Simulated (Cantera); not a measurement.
An isothermal, constant-pressure homogeneous reactor starts with CH4 : H2O : H2 = 0.73 : 0.99 : 0.65 (molar parts), at 1475 K and 1200000 Pa.

Cantera simulation using GRI-Mech 3.0 (53 species, 325 reactions); the numbers are that mechanism's predictions, not measurements. The pressure lies above the range GRI-Mech 3.0 was tuned for (to about 10 atm).

x: mole fraction; the columns are a selection and need not sum to one.

```json
[
 {"t (s)": "1.00e-6", "x CH4": "0.308", "x H2O": "0.418", "x H2": "0.274", "x C2H6": "2.81e-10", "x H": "5.80e-8", "x C2H": "<1e-12", "x C2H4": "8.10e-12"},
 {"t (s)": "5.09e-6", "x CH4": "0.308", "x H2O": "0.418", "x H2": "0.274", "x C2H6": "3.70e-8", "x H": "2.60e-7", "x C2H": "<1e-12", "x C2H4": "1.51e-9"},
 {"t (s)": "2.59e-5", "x CH4": "0.308", "x H2O": "0.418", "x H2": "0.274", "x C2H6": "3.16e-6", "x H": "9.22e-7", "x C2H": "<1e-12", "x C2H4": "1.56e-7"},
 {"t (s)": "0.000132", "x CH4": "0.308", "x H2O": "0.418", "x H2": "0.274", "x C2H6": "?", "x H": "?", "x C2H": "<1e-12", "x C2H4": "?"},
 {"t (s)": "0.000669", "x CH4": "0.307", "x H2O": "0.418", "x H2": "0.275", "x C2H6": "0.000173", "x H": "1.29e-6", "x C2H": "<1e-12", "x C2H4": "8.10e-5"},
 {"t (s)": "0.00341", "x CH4": "0.305", "x H2O": "0.417", "x H2": "0.276", "x C2H6": "0.000275", "x H": "1.40e-6", "x C2H": "<1e-12", "x C2H4": "0.000817"},
 {"t (s)": "0.0173", "x CH4": "0.295", "x H2O": "0.415", "x H2": "0.285", "x C2H6": "0.000322", "x H": "1.51e-6", "x C2H": "1.40e-11", "x C2H4": "0.00344"},
 {"t (s)": "0.0881", "x CH4": "0.263", "x H2O": "0.406", "x H2": "0.312", "x C2H6": "?", "x H": "?", "x C2H": "7.16e-11", "x C2H4": "?"},
 {"t (s)": "0.448", "x CH4": "0.246", "x H2O": "0.396", "x H2": "0.331", "x C2H6": "0.000554", "x H": "2.16e-6", "x C2H": "9.63e-11", "x C2H4": "0.0133"},
 {"t (s)": "2.28", "x CH4": "0.235", "x H2O": "0.367", "x H2": "0.361", "x C2H6": "0.000467", "x H": "2.26e-6", "x C2H": "6.56e-11", "x C2H4": "0.0103"},
 {"t (s)": "11.6", "x CH4": "0.197", "x H2O": "0.296", "x H2": "0.442", "x C2H6": "0.000267", "x H": "2.50e-6", "x C2H": "2.25e-11", "x C2H4": "0.00479"},
 {"t (s)": "59.0", "x CH4": "0.122", "x H2O": "0.197", "x H2": "0.567", "x C2H6": "8.08e-5", "x H": "2.83e-6", "x C2H": "3.68e-12", "x C2H4": "0.00113"},
 {"t (s)": "300", "x CH4": "0.0471", "x H2O": "0.112", "x H2": "0.680", "x C2H6": "9.99e-6", "x H": "3.11e-6", "x C2H": "<1e-12", "x C2H4": "0.000117"}
]
```

**Question.** Complete the blanks.

**Answer.** 
- 0.000132, x C2H6: 4.17e-5
- 0.000132, x H: 1.15e-6
- 0.000132, x C2H4: 4.36e-6
- 0.0881, x C2H6: 0.000473
- 0.0881, x H: 1.90e-6
- 0.0881, x C2H4: 0.0105
